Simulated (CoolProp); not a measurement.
Vapour-liquid equilibrium of acetone (1) + cyclohexane (2) at 91.55 °C; x and y are mole fractions of (1).

The numbers come from the multi-fluid Helmholtz-energy mixture model, Lemmon 2006 and Zhou 2014; pair parameters Bell 2016 in CoolProp.

```json
[
 {"x": "0.05", "bubble pressure (MPa)": "0.1843", "y at the bubble point": "0.269", "dew pressure at overall composition x (MPa)": "0.1455", "liquid density (mol/L)": "8.516"},
 {"x": "0.125", "bubble pressure (MPa)": "0.2292", "y at the bubble point": "0.438", "dew pressure at overall composition x (MPa)": "0.1569", "liquid density (mol/L)": "8.674"},
 {"x": "0.2", "bubble pressure (MPa)": "0.2569", "y at the bubble point": "0.519", "dew pressure at overall composition x (MPa)": "0.1702", "liquid density (mol/L)": "8.847"},
 {"x": "0.275", "bubble pressure (MPa)": "0.2744", "y at the bubble point": "0.568", "dew pressure at overall composition x (MPa)": "0.1857", "liquid density (mol/L)": "9.036"},
 {"x": "0.35", "bubble pressure (MPa)": "0.2863", "y at the bubble point": "0.602", "dew pressure at overall composition x (MPa)": "0.2039", "liquid density (mol/L)": "9.244"},
 {"x": "0.425", "bubble pressure (MPa)": "0.2949", "y at the bubble point": "0.629", "dew pressure at overall composition x (MPa)": "0.2253", "liquid density (mol/L)": "9.471"},
 {"x": "0.5", "bubble pressure (MPa)": "0.3015", "y at the bubble point": "0.655", "dew pressure at overall composition x (MPa)": "0.2501", "liquid density (mol/L)": "9.722"},
 {"x": "0.575", "bubble pressure (MPa)": "0.3068", "y at the bubble point": "0.682", "dew pressure at overall composition x (MPa)": "0.2771", "liquid density (mol/L)": "9.997"},
 {"x": "0.65", "bubble pressure (MPa)": "0.3109", "y at the bubble point": "0.712", "dew pressure at overall composition x (MPa)": "0.3003", "liquid density (mol/L)": "10.30"},
 {"x": "0.725", "bubble pressure (MPa)": "0.3136", "y at the bubble point": "0.748", "dew pressure at overall composition x (MPa)": "0.3121", "liquid density (mol/L)": "10.63"},
 {"x": "0.8", "bubble pressure (MPa)": "0.3142", "y at the bubble point": "0.794", "dew pressure at overall composition x (MPa)": "0.3141", "liquid density (mol/L)": "10.99"},
 {"x": "0.875", "bubble pressure (MPa)": "0.3119", "y at the bubble point": "0.853", "dew pressure at overall composition x (MPa)": "0.3104", "liquid density (mol/L)": "11.39"},
 {"x": "0.95", "bubble pressure (MPa)": "0.3054", "y at the bubble point": "0.931", "dew pressure at overall composition x (MPa)": "0.3035", "liquid density (mol/L)": "11.83"}
]
```

y crosses x between x = 0.725 and 0.8: the model has an azeotrope there.

Pair parameters are fitted to limited data, so mixtures are less certain than the pure fluids. With so large a gap from Raoult's law the liquid may split in two, which this calculation doesn't test in full.
